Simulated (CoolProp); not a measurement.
Vapour-liquid equilibrium of ethylene (1) + propane (2) at -44.45 °C; x and y are mole fractions of (1).

Computed with CoolProp (multi-fluid Helmholtz-energy mixture model, Smukala 2000 and Lemmon 2009; pair parameters Bell 2016).

| x | bubble pressure, mixture model (MPa) | bubble pressure, Raoult's law (MPa) | y, mixture model | y, Raoult's law |
|---|---|---|---|---|
| 0.05 | 0.1511 | 0.1501 | 0.413 | 0.422 |
| 0.2 | 0.3312 | 0.3265 | 0.760 | 0.776 |
| 0.35 | 0.5073 | 0.5030 | 0.863 | 0.882 |
| 0.5 | 0.6771 | 0.6794 | 0.914 | 0.933 |
| 0.65 | 0.8435 | 0.8559 | 0.946 | 0.963 |
| 0.8 | 1.014 | 1.032 | 0.971 | 0.982 |
| 0.95 | 1.199 | 1.209 | 0.993 | 0.996 |

The largest gap from Raoult's law is -1.7 % in bubble pressure, at x = 0.8. No azeotrope shows between x = 0.05 and 0.95.

Pair parameters are fitted to limited data, so mixtures are less certain than the pure fluids. The gap from Raoult's law changes sign with composition, which may be real or a fault of the pair parameters; it wasn't checked against measurements.
